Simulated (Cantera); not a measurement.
What does this Cantera script print?

```python
import numpy as np
import cantera as ct

gas = ct.Solution("gri30.yaml")
gas.TPX = 1723, 190000, {'NO': 1, 'N2': 0.15}
inlet = ct.Reservoir(gas, clone=True)

reactor = ct.IdealGasConstPressureReactor(gas, energy="off", clone=False)
exhaust = ct.Reservoir(gas, clone=True)
tau = [3.6, 2, 1.1, 0.58, 0.31, 0.17, 0.092, 0.05, 0.027, 0.015, 0.0079][0]
for a, b in ((inlet, reactor), (reactor, exhaust)):
    ct.MassFlowController(a, b, mdot=lambda t: reactor.mass / tau)
net = ct.ReactorNet([reactor])
show = ['NO', 'O2', 'NO2', 'N2', 'N2O']

rows = []
print(f"{'tau/s':>10s}{'T/K':>9s}" + "".join(f"{s:>11s}" for s in show))
for tau in [3.6, 2, 1.1, 0.58, 0.31, 0.17, 0.092, 0.05, 0.027, 0.015, 0.0079]:
    net.initial_time = 0.0
    net.advance(30 * tau)
    before = gas.X
    net.advance(40 * tau)
    drift = np.max(np.abs(gas.X - before) / (gas.X + 1e-9))
    rows.append([gas.T, *gas[show].X, drift])
    print(f"{tau:10.3e}{gas.T:9.1f}" + "".join(f"{x:11.3e}" for x in gas[show].X))
```

Output:

```
     tau/s      T/K         NO         O2        NO2         N2        N2O
 3.600e+00   1723.0  4.807e-01  1.929e-01  1.895e-03  3.244e-01  9.318e-05
 2.000e+00   1723.0  5.711e-01  1.476e-01  1.979e-03  2.791e-01  1.321e-04
 1.100e+00   1723.0  6.562e-01  1.051e-01  1.935e-03  2.366e-01  1.752e-04
 5.800e-01   1723.0  7.314e-01  6.764e-02  1.761e-03  1.990e-01  2.185e-04
 3.100e-01   1723.0  7.850e-01  4.101e-02  1.519e-03  1.722e-01  2.523e-04
 1.700e-01   1723.0  8.192e-01  2.410e-02  1.280e-03  1.551e-01  2.745e-04
 9.200e-02   1723.0  8.408e-01  1.345e-02  1.071e-03  1.444e-01  2.873e-04
 5.000e-02   1723.0  8.534e-01  7.287e-03  9.102e-04  1.381e-01  2.915e-04
 2.700e-02   1723.0  8.606e-01  3.785e-03  7.892e-04  1.345e-01  2.878e-04
 1.500e-02   1723.0  8.644e-01  1.934e-03  6.966e-04  1.326e-01  2.758e-04
 7.900e-03   1723.0  8.668e-01  8.538e-04  5.991e-04  1.315e-01  2.516e-04
```

Cantera simulation using GRI-Mech 3.0 (53 species, 325 reactions); the numbers are that mechanism's predictions, not measurements.
